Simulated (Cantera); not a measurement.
Cantera run:

```python
import numpy as np
import cantera as ct

gas_names = [...]  # 116 gases of nasa_gas.yaml made of C, H, Mg, O
cond_names = """
    C(gr) C6H6(L) C7H8(L) C8H18(L),n-octa H2O(s) H2O(L) Mg(cr) Mg(L) MgCO3(s) MgO(s) MgO(L) MgO2H2(s)
""".split()


# ... load() reads the species with a 1 bar reference pressure and builds the phases ...
atoms = {
    'MgO': {'Mg': 1, 'O': 1},
    'CH4': {'C': 1, 'H': 4},
    'CO': {'C': 1, 'O': 1},
    'O2': {'O': 2},
}
top_T = {'C(gr)': 4500}  # K; cautious upper limits of use, not melting points


# ... equilibrate(T, P, feed) seeds the gas with the atoms and calls Mixture.equilibrate('TP', solver="vcs", rtol=1e-11, max_steps=5000) ...
results = []
feed = {'MgO': 1, 'CH4': 0.62, 'CO': 0.25, 'O2': 0.0046}  # mol
P = 83000  # Pa
for T in [1650, 1700, 1750, 1800, 1850, 1900, 1950, 2000, 2050, 2100, 2150, 2200, 2250]:
    mix = equilibrate(T, P, feed)
    results.append((T, P, feed, dict(zip(mix.species_names, mix.species_moles))))

top = {s: max(r[3][s] / sum(r[3][g] for g in gas_names) for r in results) for s in gas_names}
cols = sorted((s for s in top if top[s] > 1e-05), key=lambda s: -top[s])[:6]
seen = [c for c in cond_names if any(r[3].get(c, 0) > 1e-12 for r in results)]
print("log10 of partial pressures in bar; condensed amounts in mol")
print(f"{'T/K':>10s}" + "".join(f"{s[:9]:>10s}" for s in cols + seen))
for T, P, feed, n in results:
    ng = sum(n[g] for g in gas_names)
    print(f"{T:10.4g}" + "".join(f"{np.log10(max(n[s] / ng * P / 1e5, 1e-99)):10.3f}" for s in cols)
          + "".join(f"{n.get(c, 0):10.4g}" for c in seen))
```

It prints:

```
log10 of partial pressures in bar; condensed amounts in mol
       T/K        H2        CO        Mg         H       MgH       H2O     C(gr)    MgO(s)
      1650    -0.164    -0.842    -3.436    -4.124    -5.440    -4.198     0.609    0.9993
      1700    -0.165    -0.840    -2.865    -3.914    -4.850    -4.322    0.6073    0.9975
      1750    -0.169    -0.834    -2.332    -3.718    -4.301    -4.437    0.6012    0.9914
      1800    -0.179    -0.815    -1.843    -3.536    -3.800    -4.540    0.5826    0.9728
      1850    -0.208    -0.771    -1.407    -3.372    -3.363    -4.628    0.5306    0.9209
      1900    -0.275    -0.689    -1.035    -3.238    -3.009    -4.713    0.3924    0.7828
      1950    -0.423    -0.576    -0.734    -3.152    -2.768    -4.826         0    0.3906
      2000    -0.424    -0.576    -0.734    -3.001    -2.754    -4.508         0    0.3894
      2050    -0.424    -0.576    -0.734    -2.856    -2.742    -4.206         0     0.389
      2100    -0.425    -0.576    -0.734    -2.719    -2.730    -3.919         0    0.3887
      2150    -0.425    -0.576    -0.734    -2.588    -2.718    -3.646         0    0.3883
      2200    -0.426    -0.577    -0.734    -2.463    -2.707    -3.386         0    0.3875
      2250    -0.428    -0.577    -0.734    -2.343    -2.697    -3.139         0    0.3862
```

Method: chemical equilibrium by Gibbs-energy minimisation in Cantera with the NASA 1993 tables (ideal gas, pure condensed phases). The tables' values for MgH are old estimates; treat these amounts as uncertain.
